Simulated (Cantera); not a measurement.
A Cantera script and what it prints.

```python
import numpy as np
import cantera as ct

gas_names = [...]  # 110 gases of nasa_gas.yaml made of C, H, O
cond_names = """
    C(gr) C6H6(L) C7H8(L) C8H18(L),n-octa H2O(s) H2O(L)
""".split()


# ... load() reads the species with a 1 bar reference pressure and builds the phases ...
atoms = {
    'n-butane': {'C': 4, 'H': 10},
    'O2': {'O': 2},
    'H2': {'H': 2},
}
top_T = {'C(gr)': 4500}  # K; cautious upper limits of use, not melting points


# ... equilibrate(T, P, feed) seeds the gas with the atoms and calls Mixture.equilibrate('TP', solver="vcs", rtol=1e-11, max_steps=5000) ...
results = []
feed = {'n-butane': 1, 'O2': 1, 'H2': 65}  # mol
T = 675  # K
P = 42000  # Pa
mix = equilibrate(T, P, feed)
results.append((T, P, feed, dict(zip(mix.species_names, mix.species_moles))))
print(gas.report(threshold=1e-05))
for i in range(1, mix.n_phases):
    print(f"{mix.phase(i).name:16s} {mix.phase_moles(i):12.5e} mol")
```

Output:

```
       temperature   675 K
          pressure   42000 Pa
           density   0.025077 kg/m^3
  mean mol. weight   3.3509 kg/kmol
   phase of matter   gas

                          1 kg             1 kmol
                     ---------------   ---------------
          enthalpy       -1.1416e+05       -3.8253e+05  J
   internal energy        -1.789e+06       -5.9948e+06  J
           entropy             50975        1.7081e+05  J/K
    Gibbs function       -3.4522e+07       -1.1568e+08  J
 heat capacity c_p            9321.5             31236  J/K
 heat capacity c_v            6840.2             22921  J/K

                      mass frac. Y      mole frac. X     chem. pot. / RT
                     ---------------   ---------------   ---------------
               CH4           0.29015          0.060605           -40.661
                H2           0.54693           0.90909           -17.588
               H2O            0.1629          0.030301           -71.235
     [ +107 minor]        1.2871e-05        1.3248e-06

C(gr)             0.00000e+00 mol
```

These are equilibrium values from Cantera (NASA tables, ideal gas, pure condensed phases), not measurements of a reactor.
